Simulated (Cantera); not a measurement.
Charge: 1 mol B, a varied amount of H2O, 0.1 mol N2, 1.1 mol NH3, held at 0.100 bar.

Method: chemical equilibrium by Gibbs-energy minimisation in Cantera with the NASA 1993 tables (ideal gas, pure condensed phases). Candidate condensed phases: B, BN, B2O3, B3O3H3, H2O; 39 gas species. Mutual solubility and eutectic melting of coexisting phases are not modelled. Gases not in the tables: H3BO3. Kinetics and transport are ignored.

Stable condensed phases, one row left out:

```
T in °C \ n(H2O) in mol
         1.2 1.7 2.3 2.9 3.5 4.1 4.7 5.3
   1875    A   A   A   A   A   A   A   A
   1775    A   A   A   A   A   A   A   A
   1575    B   A   A   A   A   A   A   A
   1475    C   D   D   A   A   A   A   A
   1375    C   D   D   D   D   A   A   A
   1275    C   D   D   D   D   D   D   D
   1175    C   D   D   D   D   D   D   D
   1075    C   D   D   D   D   D   D   D
    975    C   D   D   D   D   D   D   D
    875    C   D   D   D   D   D   D   D
```

A: gas only; B: BN; C: BN + B2O3; D: B2O3.

Q: Give the row for 1675 °C.

A: 1.2: BN; 1.7: gas only; 2.3: gas only; 2.9: gas only; 3.5: gas only; 4.1: gas only; 4.7: gas only; 5.3: gas only.
